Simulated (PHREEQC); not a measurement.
Dissolve 0.041 mol HF, 0.0069 mol NaF, 0.0002 mol H4SiO4 and 7.1e-05 mol KH2PO4 per kg of water at 30 °C and 300 atm. Closed to the air; pH follows from the charge balance.

The numbers come from PHREEQC with the ion-association model, phreeqc.dat.

This is a speciation only: nothing precipitates in the calculation.

Question: Order these F species by the share of F that they hold, largest first: SiF6-2, HF2-, HF, F-.

Answer: HF (74 %), F- (19 %), HF2- (4.7 %), SiF6-2 (2.5 %)

The pH is 2.49 and the ionic strength 0.0107 mol/kgw. Species that the database lacks are ignored. Under pressure, the constants of complexes without a molar volume in the database are unreliable. SiF6-2 is the database's only silicon fluoride.
